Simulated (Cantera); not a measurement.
Feed: 1 mol TEOS, 0.26 mol O₃, at 21.0 Pa.

Method: chemical equilibrium by Gibbs-energy minimisation in Cantera with the NASA 1993 tables (ideal gas, pure condensed phases). Candidate condensed phases: C, C₆H₆, C₇H₈, C₈H₁₈, H₂O, Si, SiC, SiO₂; 123 gas species. The feed counts by its element totals alone. Kinetics and transport are ignored. All values below are at 1600 K.

Base state: H₂ 0.674, CO 0.322, H 0.00308, SiO 0.000934, C₂H₂ (acetylene) 1.85e-5 (mole fractions); condensed: C(graphite) + SiC(s).

Problem. What changes in the equilibrium state with this change: pressure from 21.0 Pa to 88000 Pa?

Solution. 
```
species                before     after
-------------------  --------  --------
H₂                      0.674     0.781
CO                      0.322     0.218
CH₄                   1.56e-7  0.000876
H                     0.00308   5.12e-5
SiO                  0.000934  0.000174
H₂O                   3.98e-8  0.000131
CO₂                   6.33e-9   1.21e-5
C₂H₂ (acetylene)      1.85e-5   2.15e-5
C(graphite), mol         2.25      5.21
SiC(s), mol             0.986         0
SiO₂(β-quartz), mol         0     0.998
```
The tables hold silica as quartz up to 1696 K and as liquid above; real silica turns to tridymite and cristobalite and melts near 1996 K.
